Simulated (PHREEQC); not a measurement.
Dissolve 0.006 mol HF, 0.0046 mol H2SiF6, 0.047 mol HBF4 and 0.014 mol H2SO4 per kg of water at 25 °C. Closed to the air; pH follows from the charge balance.

The numbers come from PHREEQC with the ion-association model, wateq4f.dat.

```csv
quantity,before,after
pH,1.22,1.27
ionic strength (mol/kgw),0.0804,0.0702
BF4- (mol/kgw),0.0440,0.0440
HF (mol/kgw),0.0131,0.0129
SO4-2 (mol/kgw),0.00353,0.00188
```

What was changed between the two runs?
A. 0.0089 mol/kgw Na2SiO3 added
B. H2SO4 from 0.014 to 0.021 mol/kgw
C. HF from 0.006 to 0.0066 mol/kgw
D. H2SiF6 from 0.0046 to 0.00506 mol/kgw
E. H2SO4 from 0.014 to 0.007 mol/kgw

E, H2SO4 from 0.014 to 0.007 mol/kgw

Precipitation was switched off in this run. SiF6-2 is the database's only silicon fluoride. Real BF4- forms and hydrolyses slowly; the run takes it at equilibrium.
